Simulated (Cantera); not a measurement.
Input: 1 mol Si, 5.1 mol HCl, 7.1 mol H₂, equilibrated at 1023.15 K and 82.5 Torr.

These are equilibrium values from Cantera (NASA tables, ideal gas, pure condensed phases), not measurements of a reactor. Candidate condensed phases: Si; 19 gas species. The tables' values for SiCl₃ are old estimates; treat these amounts as uncertain. The numbers say what is thermodynamically allowed, not how fast it happens.

Base state: H₂ 0.806, HCl 0.104, SiCl₄ 0.0833, SiHCl₃ 0.00546, SiCl₃ 0.000427, SiCl₂ 4.61e-5, SiH₂Cl₂ 3.96e-5 (mole fractions); condensed: gas only.

Question: What changes in the equilibrium state with this change: temperature from 1023.15 K to 1350 K?

Answer: 
```json
[
 {"species": "H₂", "before": "0.806", "after": "0.739"},
 {"species": "HCl", "before": "0.104", "after": "0.175"},
 {"species": "SiCl₄", "before": "0.0833", "after": "0.0347"},
 {"species": "SiCl₂", "before": "4.61e-5", "after": "0.0286"},
 {"species": "SiCl₃", "before": "0.000427", "after": "0.0141"},
 {"species": "SiH₂Cl₂", "before": "3.96e-5", "after": "0.000296"},
 {"species": "SiHCl₃", "before": "0.00546", "after": "0.00840"}
]
```
